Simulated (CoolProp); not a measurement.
Vapour pressure (MPa) of octamethylcyclotetrasiloxane (D4): the reference equation beside estimates from Tc = 313.4 °C, pc = 1.347 MPa, ω = 0.598. Clausius-Clapeyron is anchored at 116.85 °C with a constant enthalpy of vaporisation of 45.30 kJ/mol.

Model: reference Helmholtz-energy equation of state, Thol 2015, in CoolProp.

| T (°C) | reference | Lee-Kesler | Clausius-Clapeyron | van der Waals | Redlich-Kwong | Soave-Redlich-Kwong | Peng-Robinson |
|---|---|---|---|---|---|---|---|
| 73.25 | 0.002588 | 0.002682 | 0.002899 | 0.1068 | 0.02333 | 0.002677 | 0.002905 |
| 80.55 | 0.003697 | 0.003800 | 0.004010 | 0.1205 | 0.02910 | 0.003793 | 0.004078 |
| 87.75 | 0.005157 | 0.005266 | 0.005453 | 0.1352 | 0.03579 | 0.005257 | 0.005605 |
| 95.05 | 0.007103 | 0.007213 | 0.007356 | 0.1513 | 0.04370 | 0.007202 | 0.007616 |
| 102.35 | 0.009622 | 0.009728 | 0.009808 | 0.1685 | 0.05286 | 0.009715 | 0.01020 |
| 109.55 | 0.01279 | 0.01288 | 0.01289 | 0.1869 | 0.06322 | 0.01287 | 0.01342 |
| 116.85 | 0.01682 | 0.01690 | 0.01682 | 0.2067 | 0.07519 | 0.01689 | 0.01750 |
| 124.15 | 0.02183 | 0.02189 | 0.02174 | 0.2280 | 0.08875 | 0.02188 | 0.02255 |
| 131.35 | 0.02790 | 0.02793 | 0.02775 | 0.2503 | 0.1038 | 0.02793 | 0.02864 |
| 138.65 | 0.03537 | 0.03536 | 0.03524 | 0.2743 | 0.1209 | 0.03539 | 0.03611 |
| 145.95 | 0.04435 | 0.04431 | 0.04437 | 0.2998 | 0.1398 | 0.04438 | 0.04509 |
| 153.15 | 0.05490 | 0.05482 | 0.05526 | 0.3263 | 0.1606 | 0.05496 | 0.05563 |
| 160.45 | 0.06753 | 0.06740 | 0.06853 | 0.3548 | 0.1838 | 0.06765 | 0.06823 |
| 167.65 | 0.08211 | 0.08194 | 0.08414 | 0.3844 | 0.2088 | 0.08234 | 0.08280 |

Absolute difference from the reference over all 14 rows, mean and median: Lee-Kesler 1.0 and 0.4 %, Clausius-Clapeyron 2.7 and 1.1 %, van der Waals 1440.0 and 1036.7 %, Redlich-Kwong 381.7 and 326.8 %, Soave-Redlich-Kwong 0.9 and 0.3 %, Peng-Robinson 4.7 and 3.7 %.
